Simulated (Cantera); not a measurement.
Cantera run:

```python
import numpy as np
import cantera as ct

gas_names = """
    CL CL2 H HCL H2 N NH NH2 NH3 N2 N2H2 N2H4 Pb PbCL PbCL2 PbCL4 Pb2
""".split()
cond_names = """
    NH4CL(a) NH4CL(b) Pb(cr) Pb(L) PbCL2(s) PbCL2(L)
""".split()


# ... load() reads the species with a 1 bar reference pressure and builds the phases ...
atoms = {
    'PbCl2': {'Pb': 1, 'CL': 2},
    'N2': {'N': 2},
    'HCl': {'H': 1, 'CL': 1},
}
top_T = {}  # K; cautious upper limits of use, not melting points


# ... equilibrate(T, P, feed) seeds the gas with the atoms and calls Mixture.equilibrate('TP', solver="vcs", rtol=1e-11, max_steps=5000) ...
results = []
feed = {'PbCl2': 1, 'N2': 66, 'HCl': 0.29}  # mol
T = 1798.15  # K
P = 73000  # Pa
mix = equilibrate(T, P, feed)
results.append((T, P, feed, dict(zip(mix.species_names, mix.species_moles))))
x = sorted(zip(gas.X, gas.species_names), reverse=True)
print(f"T = {T:g} K  P = {P:g} Pa  gas = {mix.phase_moles(0):.4g} mol")
print("   x: " + "  ".join(f"{s} {v:.3e}" for v, s in x if v > 1e-05))
print("   condensed (mol): " + ("  ".join(f"{mix.phase(i).name} {mix.phase_moles(i):.4g}"
      for i in range(1, mix.n_phases) if mix.phase_moles(i) > 1e-12) or "none"))
```

Result:

```
T = 1798.15 K  P = 73000 Pa  gas = 67.45 mol
   x: N2 9.785e-01  PbCL2 1.066e-02  HCL 4.299e-03  PbCL 3.414e-03  CL 2.316e-03  PbCL4 6.296e-04  Pb 1.199e-04  CL2 3.990e-05
   condensed (mol): none
```

Equilibrium computed with Cantera from the NASA thermochemical tables; the gas is ideal and each condensed phase is pure. The tables' values for PbCl4 are old estimates; treat these amounts as uncertain.
